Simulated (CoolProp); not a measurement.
A closed Brayton cycle with carbon dioxide: compressor inlet 312.15 K and 9.9 MPa, high pressure 33.3 MPa, turbine inlet 945 K, compressor efficiency 0.8, turbine efficiency 0.93, recuperator effectiveness 0 (on enthalpy, no pinch check). Each further row changes one setting.

Values from CoolProp's reference Helmholtz-energy equation of state, Span 1996.

```tsv
case	thermal efficiency (%)	net work (kJ/kg)	compressor to turbine work	compressor exit (K)	turbine exit (K)
as stated	17.9	149	0.21	354.4	782.4
turbine inlet 895 K	17.9	?	?	354.4	738.0
compressor inlet 322.15 K	17.9	133	0.29	399.6	782.4
high pressure 28.3 MPa	?	133	0.19	347.5	?
recuperator effectiveness 0.5	25.9	149	0.21	354.4	782.4
```

Fill in the missing entries.


- turbine inlet 895 K, net work (kJ/kg): 138
- turbine inlet 895 K, compressor to turbine work: 0.23
- high pressure 28.3 MPa, thermal efficiency (%): 15.8
- high pressure 28.3 MPa, turbine exit (K): 803.4
